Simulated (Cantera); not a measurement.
A Cantera script and its output.

```python
import numpy as np
import cantera as ct

gas = ct.Solution("SiF4_NH3_mec.yaml", "gas")
gas.TPX = 1625, 100000, {'NH3': 1, 'N2': 0.046}
reactor = ct.IdealGasConstPressureReactor(gas, energy="off", clone=False)
net = ct.ReactorNet([reactor])
net.rtol, net.atol = 1e-08, 1e-18
show = ['NH3', 'N2H4', 'H', 'NH', 'N2', 'H2', 'N2H2']
times = np.geomspace(0.0003, 200, 13)

steps = ct.SolutionArray(gas, extra=["t"])
rows = []
print(f"{'t/s':>10s}{'T/K':>9s}{'P/Pa':>11s}" + "".join(f"{s:>11s}" for s in show))
for t in times:
    while net.time < t:
        t_next = net.step()
        steps.append(gas.state, t=t_next)
    rows.append([np.interp(t, steps.t, y) for y in (steps.T, steps.P, *steps(*show).X.T)])
    print(f"{t:10.3e}{rows[-1][0]:9.1f}{rows[-1][1]:11.4g}" + "".join(f"{x:11.3e}" for x in rows[-1][2:]))
rate = np.gradient(steps.T, steps.t)
print("integrator steps:", len(steps.t))
if steps.T.max() > steps.T[0] + 200:
    print(f"time of steepest temperature rise: {steps.t[rate.argmax()]:.4e} s")
gas.TPX = 1625, 100000, {'NH3': 1, 'N2': 0.046}
gas.equilibrate("TP")
print(f"equilibrium (TP): T = {gas.T:.1f} K  " + "  ".join(f"{s} {gas[s].X[0]:.3e}" for s in show))
```

It prints:

```
       t/s      T/K       P/Pa        NH3       N2H4          H         NH         N2         H2       N2H2
 3.000e-04   1625.0      1e+05  9.560e-01  2.921e-08  8.363e-09  3.273e-08  4.398e-02  2.075e-05  7.493e-08
 9.172e-04   1625.0      1e+05  9.558e-01  1.869e-07  1.727e-08  1.692e-07  4.399e-02  9.250e-05  5.318e-07
 2.804e-03   1625.0      1e+05  9.553e-01  3.199e-07  4.430e-08  2.628e-07  4.410e-02  4.836e-04  9.318e-07
 8.572e-03   1625.0      1e+05  9.536e-01  3.199e-07  1.144e-07  2.690e-07  4.449e-02  1.775e-03  9.339e-07
 2.621e-02   1625.0      1e+05  9.485e-01  3.145e-07  3.263e-07  2.824e-07  4.569e-02  5.698e-03  9.228e-07
 8.012e-02   1625.0      1e+05  9.331e-01  3.009e-07  9.570e-07  3.109e-07  4.926e-02  1.746e-02  8.899e-07
 2.449e-01   1625.0      1e+05  8.889e-01  2.721e-07  2.776e-06  3.474e-07  5.957e-02  5.137e-02  7.993e-07
 7.489e-01   1625.0      1e+05  7.750e-01  2.169e-07  7.646e-06  3.595e-07  8.614e-02  1.387e-01  5.977e-07
 2.289e+00   1625.0      1e+05  5.511e-01  1.274e-07  1.842e-05  3.156e-07  1.384e-01  3.105e-01  3.062e-07
 6.999e+00   1625.0      1e+05  2.816e-01  4.263e-08  3.471e-05  2.118e-07  2.012e-01  5.171e-01  8.946e-08
 2.140e+01   1625.0      1e+05  1.047e-01  7.443e-09  4.925e-05  1.005e-07  2.424e-01  6.528e-01  1.461e-08
 6.542e+01   1625.0      1e+05  3.339e-02  8.596e-10  5.688e-05  3.650e-08  2.591e-01  7.075e-01  1.655e-09
 2.000e+02   1625.0      1e+05  1.046e-02  8.832e-11  5.967e-05  1.199e-08  2.644e-01  7.251e-01  1.692e-10
integrator steps: 1567
equilibrium (TP): T = 1625.0 K  NH3 1.402e-05  N2H4 1.621e-16  H 6.081e-05  NH 1.633e-11  N2 2.669e-01  H2 7.331e-01  N2H2 3.230e-14
```

Detailed kinetics in Cantera: the gas-phase N/H chemistry of the illustrative SiF4/NH3 mechanism in the Surface Chemkin manual (1991). Walls and surfaces, which speed up NH3 decomposition in real reactors, are not modelled.
